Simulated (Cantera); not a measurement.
A closed system holds: 1 mol trisilylamine, 22 mol NH3, 39 mol H2, at 13.3 mbar.

Method: chemical equilibrium by Gibbs-energy minimisation in Cantera with the NASA 1993 tables (ideal gas, pure condensed phases). Candidate condensed phases: Si, Si3N4; 18 gas species. The feed counts by its element totals alone. Equilibrium is a limit: real reactors are often held back by kinetics, nucleation or transport. All values below are at 723 K.

Base state: H2 0.890, N2 0.110, NH3 2.61e-5 (mole fractions); condensed: Si3N4(s).

Problem. What changes in the equilibrium state with this change: NH3 from 22 to 4.7 mol?

Solution. 
```csv
species,before,after
H2,0.890,0.983
N2,0.110,0.0165
NH3,2.61e-5,1.17e-5
"Si3N4(s), mol",1.00,1.00
```
